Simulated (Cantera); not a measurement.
An isothermal, constant-pressure homogeneous reactor starts with NO : N2 = 1 : 0.68 (molar parts), at 1698 K and 0.0632 atm. Integrator tolerance rtol = 1e-08.

Detailed kinetics in Cantera: GRI-Mech 3.0 (53 species, 325 reactions).

| quantity | before | after |
|---|---|---|
| x(NO) at 20.0 s | 0.516 (gas-phase equilibrium 0.00324) | 0.660 (gas-phase equilibrium 0.00346) |
| x(N2) at 20.0 s | 0.444 (gas-phase equilibrium 0.701) | 0.273 (gas-phase equilibrium 0.601) |
| x(NO2) at 20.0 s | 0.000177 (gas-phase equilibrium 3.05e-6) | 0.000290 (gas-phase equilibrium 3.77e-6) |
| x(O2) at 20.0 s | 0.0392 (gas-phase equilibrium 0.296) | 0.0663 (gas-phase equilibrium 0.395) |
| x(N2O) at 20.0 s | 9.21e-5 (gas-phase equilibrium 4.51e-8) | 0.000147 (gas-phase equilibrium 4.48e-8) |
| x(O) at 20.0 s | 3.87e-5 (gas-phase equilibrium 9.47e-5) | 4.95e-5 (gas-phase equilibrium 0.000109) |

Question: Name the change that produced these shifts.
(A) N2 0.68 to 0.26 parts
(B) temperature 1698 to 1625 K
(C) temperature 1698 to 2050 K
(D) temperature 1698 to 1550 K

Answer: A, N2 0.68 to 0.26 parts
